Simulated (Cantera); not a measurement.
A perfectly stirred reactor is fed with 12.3 % NH3, 87.7 % H2, at 248 Torr; it is held at 2025 K, and followed from long to short residence time.

Model: the gas-phase N/H chemistry of the illustrative SiF4/NH3 mechanism in the Surface Chemkin manual (1991), integrated in Cantera. Walls and surfaces, which speed up NH3 decomposition in real reactors, are not modelled.

**Question.** Predict: x(NH3) at τ = 5.50 s; x(H2) at τ = 5.50 s; x(H) at τ = 5.50 s; x(N2H2) at τ = 5.50 s; x(N) at τ = 5.50 s; x(NH3) at τ = 0.160 s; x(H2) at τ = 0.160 s; x(H) at τ = 0.160 s; x(N2H2) at τ = 0.160 s; x(N) at τ = 0.160 s.

**Answer.** 
| Quantity | Result |
|---|---|
| x(NH3) at τ = 5.50 s | 0.00282 |
| x(H2) at τ = 5.50 s | 0.941 |
| x(H) at τ = 5.50 s | 0.00288 |
| x(N2H2) at τ = 5.50 s | 6.63e-9 |
| x(N) at τ = 5.50 s | 7.42e-7 |
| x(NH3) at τ = 0.160 s | 0.0486 |
| x(H2) at τ = 0.160 s | 0.917 |
| x(H) at τ = 0.160 s | 0.00121 |
| x(N2H2) at τ = 0.160 s | 2.06e-7 |
| x(N) at τ = 0.160 s | 9.88e-7 |
